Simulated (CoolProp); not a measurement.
The fluid at 298.15 K and 0.261 MPa (gas) is heated at constant pressure to 354.9 K. The same conditions are run with several fluids, on thermodynamics alone (safety and materials aside).

The numbers come from the reference Helmholtz-energy equation of state of each fluid (ammonia: Gao 2020; R410A: Lemmon 2003; R143a: Lemmon and Jacobsen 2000; hydrogen chloride: Thol 2018; R507A: Lemmon 2003) in CoolProp. Blends and air are pseudo-pure fits.

```
fluid              heat (kJ/kg)  final density (kg/m³)
-----------------  ------------  ---------------------
ammonia                     128                   1.53
R410A                      49.9                   6.54
R143a                      57.7                   7.61
hydrogen chloride          46.5                   3.25
R507A                      53.0                   8.95
```
